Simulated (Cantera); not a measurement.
Cantera run, input and output.

```python
import numpy as np
import cantera as ct

gas = ct.Solution("gri30.yaml")
gas.TPX = 1198, 61000, {'C2H4': 1, 'O2': 6, 'N2': 22.6, 'CO2': 1.2}
reactor = ct.IdealGasConstPressureReactor(gas, energy="on", clone=False)
net = ct.ReactorNet([reactor])
net.rtol, net.atol = 1e-08, 1e-16
show = ['C2H4', 'O2', 'CO2', 'O', 'CH2O', 'C2H2', 'H']
times = np.geomspace(7e-06, 0.5, 13)

steps = ct.SolutionArray(gas, extra=["t"])
rows = []
print(f"{'t/s':>10s}{'T/K':>9s}{'P/Pa':>11s}" + "".join(f"{s:>11s}" for s in show))
for t in times:
    while net.time < t:
        t_next = net.step()
        steps.append(gas.state, t=t_next)
    rows.append([np.interp(t, steps.t, y) for y in (steps.T, steps.P, *steps(*show).X.T)])
    print(f"{t:10.3e}{rows[-1][0]:9.1f}{rows[-1][1]:11.4g}" + "".join(f"{x:11.3e}" for x in rows[-1][2:]))
rate = np.gradient(steps.T, steps.t)
print("integrator steps:", len(steps.t))
if steps.T.max() > steps.T[0] + 200:
    print(f"time of steepest temperature rise: {steps.t[rate.argmax()]:.4e} s")
gas.TPX = 1198, 61000, {'C2H4': 1, 'O2': 6, 'N2': 22.6, 'CO2': 1.2}
gas.equilibrate("HP")
print(f"equilibrium (HP): T = {gas.T:.1f} K  " + "  ".join(f"{s} {gas[s].X[0]:.3e}" for s in show))
```

Output:

```
       t/s      T/K       P/Pa       C2H4         O2        CO2          O       CH2O       C2H2          H
 7.000e-06   1198.0    6.1e+04  3.247e-02  1.948e-01  3.896e-02  1.235e-13  2.986e-13  2.401e-09  4.886e-13
 1.777e-05   1198.0    6.1e+04  3.247e-02  1.948e-01  3.896e-02  3.768e-13  1.700e-12  6.093e-09  1.497e-12
 4.509e-05   1198.0    6.1e+04  3.247e-02  1.948e-01  3.896e-02  1.914e-12  1.573e-11  1.547e-08  7.595e-12
 1.144e-04   1198.0    6.1e+04  3.247e-02  1.948e-01  3.896e-02  4.801e-11  5.359e-10  3.930e-08  1.902e-10
 2.904e-04   1198.0    6.1e+04  3.246e-02  1.948e-01  3.896e-02  1.419e-07  1.603e-06  2.648e-07  5.594e-07
 7.371e-04   1998.8    6.1e+04  7.209e-28  9.951e-02  8.220e-02  1.114e-02  6.974e-12  1.185e-23  4.388e-03
 1.871e-03   2182.3    6.1e+04  5.334e-30  9.782e-02  9.475e-02  3.697e-03  1.278e-12  3.074e-24  7.722e-04
 4.748e-03   2241.8    6.1e+04  2.883e-31  9.709e-02  9.958e-02  1.638e-03  3.834e-13  6.055e-25  2.233e-04
 1.205e-02   2247.0    6.1e+04  1.945e-31  9.689e-02  1.001e-01  1.454e-03  3.278e-13  4.618e-25  1.865e-04
 3.058e-02   2245.9    6.1e+04  1.891e-31  9.657e-02  1.001e-01  1.440e-03  3.242e-13  4.490e-25  1.848e-04
 7.762e-02   2243.2    6.1e+04  1.776e-31  9.583e-02  1.001e-01  1.412e-03  3.163e-13  4.207e-25  1.811e-04
 1.970e-01   2238.4    6.1e+04  1.580e-31  9.448e-02  1.002e-01  1.361e-03  3.024e-13  3.723e-25  1.745e-04
 5.000e-01   2233.7    6.1e+04  1.404e-31  9.317e-02  1.003e-01  1.312e-03  2.893e-13  3.290e-25  1.683e-04
integrator steps: 1691
time of steepest temperature rise: 4.5582e-04 s
equilibrium (HP): T = 2232.5 K  C2H4 1.772e-31  O2 9.283e-02  CO2 1.003e-01  O 1.300e-03  CH2O 2.860e-13  C2H2 3.778e-25  H 1.667e-04
```

Cantera simulation using GRI-Mech 3.0 (53 species, 325 reactions); the numbers are that mechanism's predictions, not measurements. GRI-Mech 3.0 was tuned for natural gas; its chemistry of ethylene as a main component is partial and can be far from experiment.
